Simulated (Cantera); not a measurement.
**Ammonia decomposition in nitride growth gas**

An isothermal, constant-pressure homogeneous reactor starts with 39.9 % NH3, 59.8 % H2, 0.287 % N2, at 2250 K and 0.420 bar.

Model: the gas-phase N/H chemistry of the illustrative SiF4/NH3 mechanism in the Surface Chemkin manual (1991), integrated in Cantera. Walls and surfaces, which speed up NH3 decomposition in real reactors, are not modelled.

| t (s) | x NH3 | x H2 | x NH2 | x N2H4 | x N2H2 | x N2 |
|---|---|---|---|---|---|---|
| 0.000300 | 0.384 | 0.606 | 0.00190 | 1.17e-7 | 6.60e-6 | 0.00716 |
| 0.000591 | 0.369 | 0.615 | 0.00185 | 1.10e-7 | 6.27e-6 | 0.0125 |
| 0.00117 | 0.342 | 0.633 | 0.00175 | 9.94e-8 | 5.69e-6 | 0.0223 |
| 0.00230 | 0.295 | 0.663 | 0.00159 | 8.13e-8 | 4.73e-6 | 0.0390 |
| 0.00453 | 0.223 | 0.709 | 0.00132 | 5.59e-8 | 3.39e-6 | 0.0645 |
| 0.00892 | 0.134 | 0.767 | 0.000933 | 2.81e-8 | 1.88e-6 | 0.0965 |
| 0.0176 | 0.0516 | 0.819 | 0.000496 | 7.92e-9 | 6.65e-7 | 0.126 |
| 0.0346 | 0.00691 | 0.846 | 0.000134 | 5.76e-10 | 8.34e-8 | 0.142 |
| 0.0683 | 0.000241 | 0.846 | 9.30e-6 | 2.78e-12 | 6.76e-10 | 0.144 |
| 0.135 | 5.59e-5 | 0.846 | 2.20e-6 | <1e-12 | 3.87e-11 | 0.144 |
| 0.265 | 2.21e-5 | 0.846 | 8.70e-7 | <1e-12 | 6.57e-12 | 0.144 |
| 0.523 | 1.02e-5 | 0.846 | 4.00e-7 | <1e-12 | 1.85e-12 | 0.144 |
| 1.03 | 5.07e-6 | 0.846 | 1.99e-7 | <1e-12 | <1e-12 | 0.144 |
| 2.03 | 2.81e-6 | 0.846 | 1.10e-7 | <1e-12 | <1e-12 | 0.144 |
| 4.00 | 1.93e-6 | 0.846 | 7.60e-8 | <1e-12 | <1e-12 | 0.144 |
x: mole fraction; the columns are a selection and need not sum to one.

Equilibrium at this temperature and pressure: NH3 1.72e-6, H2 0.846, NH2 6.77e-8, N2H4 <1e-12, N2H2 <1e-12, N2 0.144 (gas phase only).
